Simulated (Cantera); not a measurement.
Charge: 1 mol Si, 6.2 mol HBr, 90 mol N2, equilibrated at 42.0 Pa.

Cantera equilibrium calculation (NASA polynomials, part measured and part estimated; ideal gas, pure solids and liquids). Candidate condensed phases: Br2, Si, Si3N4; 28 gas species. N2 is the only nitrogen source here; it is nearly inert below about 1500 K, so the nitride shown seldom forms there in practice. The tables' values for SiBr3, SiBr are old estimates; treat these amounts as uncertain. Kinetics and transport are ignored.

x: gas mole fraction; n: condensed amount in mol.

```csv
T (K),x N2,x HBr,x H2,x Br,x SiBr2,n Si3N4(s)
898,0.937,0.0577,0.00362,2.26e-5,2.95e-7,0.276
948,0.937,0.0578,0.00356,6.67e-5,2.04e-6,0.277
998,0.937,0.0579,0.00353,0.000176,1.15e-5,0.278
1048,0.937,0.0578,0.00354,0.000422,5.42e-5,0.279
1098,0.936,0.0576,0.00364,0.000920,0.000214,0.279
1148,0.935,0.0569,0.00396,0.00180,0.000692,0.273
1198,0.934,0.0552,0.00479,0.00310,0.00174,0.253
1248,0.933,0.0518,?,?,?,?
1298,0.933,0.0467,0.00886,0.00631,0.00536,0.155
1348,0.932,0.0407,0.0118,0.00805,0.00761,0.0852
1398,0.931,0.0342,0.0150,0.00982,0.00995,0.0106
1448,0.929,?,?,?,0.0103,0
1498,0.928,0.0267,0.0186,0.0166,0.0102,0
```

**Question.** Some entries are withheld; supply them.

**Answer.** 
- 1248, x H2: 0.00642
- 1248, x Br: 0.00464
- 1248, x SiBr2: 0.00336
- 1248, n Si3N4(s): 0.213
- 1448, x HBr: 0.0304
- 1448, x H2: 0.0168
- 1448, x Br: 0.0130
